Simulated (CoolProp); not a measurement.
A closed Brayton cycle with carbon dioxide: compressor inlet 306.15 K and 8.9 MPa, high pressure 22.9 MPa, turbine inlet 755 K, compressor efficiency 0.89, turbine efficiency 0.9, recuperator effectiveness 0.9 (on enthalpy, no pinch check). Each further row changes one setting.

Model: reference Helmholtz-energy equation of state, Span 1996, in CoolProp.

```tsv
case	thermal efficiency (%)	net work (kJ/kg)	compressor to turbine work	compressor exit (K)	turbine exit (K)
as stated	32.8	91.3	0.19	329.9	647.3
turbine inlet 705 K	31.2	82.4	0.20	329.9	601.3
compressor inlet 316.15 K	32.1	78.4	0.30	374.7	647.3
high pressure 19.5 MPa	30.7	78.4	0.17	325.2	665.2
recuperator effectiveness 0.5	20.9	91.3	0.19	329.9	647.3
```
